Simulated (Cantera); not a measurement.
Feed: 1 mol Si, 0.52 mol O₂, 3.3 mol N₂, at 1577 °C and 7.50 Torr.

Method: chemical equilibrium by Gibbs-energy minimisation in Cantera with the NASA 1993 tables (ideal gas, pure condensed phases). Candidate condensed phases: Si, SiO₂, Si₂N₂O, Si₃N₄; 16 gas species. The tables hold silica as quartz up to 1696 K and as liquid above; real silica turns to tridymite and cristobalite and melts near 1996 K. Equilibrium is a limit: real reactors are often held back by kinetics, nucleation or transport.

Base state: N₂ 0.775, SiO 0.225 (mole fractions); condensed: SiO₂(condensed).

Task: What changes in the equilibrium state with this change: O₂ from 0.52 to 0.079 mol?

Result: 
```csv
species,before,after
N₂,0.775,0.954
SiO,0.225,0.0457
Si,6.10e-7,0.000645
Si₂N,<1e-9,3.68e-5
SiN,2.06e-8,2.42e-5
"SiO₂(condensed), mol",0.0400,0
"Si(l), mol",0,0.839
```
The tables' values for SiN are old estimates; treat these amounts as uncertain.
